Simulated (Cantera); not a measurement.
Standard-state values (1 bar) from the NASA 1993 polynomials, evaluated with Cantera. Values are per mole of reaction as written; species without (g) are pure solids or liquids, kept so even where they would boil at 1 bar. VN: taken at fixed stoichiometry.

VN → V + N(g)

```tsv
T (K)	ΔH° (kJ)	ΔS° (J/K)	ΔG° (kJ)	log10 K
300	?	?	?	?
823	?	?	?	?
898	690.3	146.9	558.4	-32.48
973	690.2	146.7	547.4	-29.39
1048	689.9	146.5	536.4	-26.74
1123	?	?	?	?
1198	?	?	?	?
1273	689.2	145.8	503.6	-20.66
1348	689.0	145.6	492.6	-19.09
```

Q: Complete the blanks.

A: 
- 300, ΔH° (kJ): 689.8
- 300, ΔS° (J/K): 145.0
- 300, ΔG° (kJ): 646.3
- 300, log10 K: -112.54
- 823, ΔH° (kJ): 690.5
- 823, ΔS° (J/K): 147.0
- 823, ΔG° (kJ): 569.5
- 823, log10 K: -36.14
- 1123, ΔH° (kJ): 689.7
- 1123, ΔS° (J/K): 146.3
- 1123, ΔG° (kJ): 525.5
- 1123, log10 K: -24.44
- 1198, ΔH° (kJ): 689.5
- 1198, ΔS° (J/K): 146.0
- 1198, ΔG° (kJ): 514.5
- 1198, log10 K: -22.43
